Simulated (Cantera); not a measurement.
Feed: 1 mol B2H6, 9.4 mol H2O, 0.75 mol N2, 6.8 mol H2, held at 10.0 Torr.

Equilibrium computed with Cantera from the NASA thermochemical tables; the gas is ideal and each condensed phase is pure. Candidate condensed phases: B, BN, B2O3, B3O3H3, H2O; 39 gas species. The feed counts by its element totals alone. Gases not in the tables: H3BO3. Rates play no part. All values below are at 1125 K.

Base state: H2 0.641, H2O 0.320, N2 0.0376, HBO2 0.00130, (HBO2)3 0.000328 (mole fractions); condensed: B2O3(l).

Q: What changes in the equilibrium state with this change: H2O from 9.4 to 3.5 mol?

A: 
```csv
species,before,after
H2,0.641,0.911
N2,0.0376,0.0534
H2O,0.320,0.0353
HBO2,0.00130,0.000431
(HBO2)3,0.000328,1.21e-5
"B2O3(l), mol",0.977,0.997
```
